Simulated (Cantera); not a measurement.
## NO annealing gas

An isothermal, constant-pressure homogeneous reactor starts with NO : N₂ = 1 : 0.17 (molar parts), at 2125 K and 0.0553 atm.

Cantera simulation using GRI-Mech 3.0 (53 species, 325 reactions); the numbers are that mechanism's predictions, not measurements.

```json
[
 {"t (s)": "0.000800", "x NO": "0.855", "x N₂O": "7.92e-5", "x O": "9.47e-5", "x NO₂": "4.18e-6", "x N₂": "0.145", "x O₂": "4.92e-6"},
 {"t (s)": "0.00208", "x NO": "0.854", "x N₂O": "0.000170", "x O": "0.000266", "x NO₂": "1.64e-5", "x N₂": "0.145", "x O₂": "3.85e-5"},
 {"t (s)": "0.00541", "x NO": "0.853", "x N₂O": "0.000277", "x O": "0.000689", "x NO₂": "4.15e-5", "x N₂": "0.146", "x O₂": "0.000325"},
 {"t (s)": "0.0141", "x NO": "0.849", "x N₂O": "0.000292", "x O": "0.00112", "x NO₂": "6.11e-5", "x N₂": "0.148", "x O₂": "0.00202"},
 {"t (s)": "0.0366", "x NO": "0.838", "x N₂O": "0.000274", "x O": "0.00128", "x NO₂": "7.29e-5", "x N₂": "0.153", "x O₂": "0.00755"},
 {"t (s)": "0.0953", "x NO": "0.807", "x N₂O": "0.000242", "x O": "0.00155", "x NO₂": "9.58e-5", "x N₂": "0.169", "x O₂": "0.0228"},
 {"t (s)": "0.248", "x NO": "0.720", "x N₂O": "0.000175", "x O": "0.00211", "x NO₂": "0.000133", "x N₂": "0.212", "x O₂": "0.0657"},
 {"t (s)": "0.645", "x NO": "0.501", "x N₂O": "7.35e-5", "x O": "0.00308", "x NO₂": "0.000151", "x N₂": "0.321", "x O₂": "0.174"},
 {"t (s)": "1.68", "x NO": "0.175", "x N₂O": "7.87e-6", "x O": "0.00411", "x NO₂": "7.37e-5", "x N₂": "0.484", "x O₂": "0.337"},
 {"t (s)": "4.37", "x NO": "0.0314", "x N₂O": "3.41e-7", "x O": "0.00449", "x NO₂": "1.46e-5", "x N₂": "0.556", "x O₂": "0.408"},
 {"t (s)": "11.4", "x NO": "0.0133", "x N₂O": "1.46e-7", "x O": "0.00454", "x NO₂": "6.29e-6", "x N₂": "0.565", "x O₂": "0.417"},
 {"t (s)": "29.6", "x NO": "0.0127", "x N₂O": "1.42e-7", "x O": "0.00454", "x NO₂": "5.99e-6", "x N₂": "0.565", "x O₂": "0.418"},
 {"t (s)": "76.9", "x NO": "0.0127", "x N₂O": "1.42e-7", "x O": "0.00454", "x NO₂": "5.99e-6", "x N₂": "0.565", "x O₂": "0.418"},
 {"t (s)": "200", "x NO": "0.0127", "x N₂O": "1.42e-7", "x O": "0.00454", "x NO₂": "5.99e-6", "x N₂": "0.565", "x O₂": "0.418"}
]
```
x: mole fraction; the columns are a selection and need not sum to one.

Equilibrium at this temperature and pressure: NO 0.0127, N₂O 1.42e-7, O 0.00454, NO₂ 5.99e-6, N₂ 0.565, O₂ 0.418 (gas phase only).
